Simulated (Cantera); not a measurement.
**Thermodynamics of silicon oxide and oxynitride deposition, feed TEOS + NO + N₂ + O₂**

Feed: 1 mol TEOS, 2.5 mol NO, 3.8 mol N₂, 0.14 mol O₂, at 700 K.

Cantera equilibrium calculation (NASA polynomials, part measured and part estimated; ideal gas, pure solids and liquids). Candidate condensed phases: C, C₆H₆, C₇H₈, C₈H₁₈, H₂O, Si, SiC, SiO₂, Si₂N₂O, Si₃N₄; 151 gas species. The feed counts by its element totals alone. Rates play no part.

| P (Pa) | x H₂ | x N₂ | x H₂O | x CO | x CH₄ | x CO₂ | n C(graphite) | n SiO₂(α-quartz) |
|---|---|---|---|---|---|---|---|---|
| 5 | 0.508 | 0.258 | 0.00241 | 0.222 | 0.000110 | 0.00992 | 3.46 | 1.00 |
| 36 | 0.516 | 0.268 | 0.0130 | 0.163 | 0.000816 | 0.0387 | 4.18 | 1.00 |
| 260 | 0.508 | 0.286 | 0.0466 | 0.0823 | 0.00572 | 0.0710 | 5.19 | 1.00 |
| 1900 | 0.440 | 0.310 | 0.112 | 0.0313 | 0.0313 | 0.0752 | 5.76 | 1.00 |
| 14000 | 0.292 | 0.344 | 0.187 | 0.0107 | 0.102 | 0.0643 | 5.41 | 1.00 |
| 100000 | 0.146 | 0.375 | 0.236 | 0.00379 | 0.181 | 0.0578 | 4.74 | 1.00 |
x: gas mole fraction; n: condensed amount in mol.

From 5.00 Pa to 100000 Pa the condensed part is C(graphite) + SiO₂(α-quartz).
